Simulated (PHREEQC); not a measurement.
A column of 1 m (30 cells, dispersivity 0.05 m, 300 s a shift, diffusion coefficient 3e-10 m²/s) holds 0.00096 eq of the database's cation exchanger X per kg of pore water, first in equilibrium with 0.00031 mol/kgw PbCl2, 0.014 mol/kgw BaCl2, 0.00055 mol/kgw KCl and 1e-05 mol/kgw HCl. It is flushed with 0.37 mmol/kgw KCl and 0.01 mmol/kgw HCl, at 25 °C. Values are for the last cell. The system is closed to CO2. Nothing may precipitate in this run.

Base run: PHREEQC, ion-association model, phreeqc.dat. Each further column changes one thing. The table gives Pb in solution (mol/kgw).

| pore volumes | base | exchange capacity from 0.00096 to 0.00048 eq/kgw | dispersivity from 0.05 to 0.1 m |
|---|---|---|---|
| 0 | 0.000310 | 0.000310 | 0.000310 |
| 1.083 | 0.000101 | 0.000103 | 0.000104 |
| 2.417 | 1.08e-6 | … | … |
| 3.483 | 4.28e-7 | 2.89e-7 | 6.61e-7 |
| 4.55 | 2.87e-7 | 1.88e-7 | 3.70e-7 |
| 5.617 | 2.22e-7 | 1.43e-7 | 2.66e-7 |
| 6.95 | 1.76e-7 | 1.13e-7 | … |
| 8.017 | 1.52e-7 | 9.75e-8 | 1.71e-7 |

Question: Complete the blanks.

Answer: 
- 2.417, exchange capacity from 0.00096 to 0.00048 eq/kgw: 8.59e-7
- 2.417, dispersivity from 0.05 to 0.1 m: 3.22e-6
- 6.95, dispersivity from 0.05 to 0.1 m: 2.02e-7
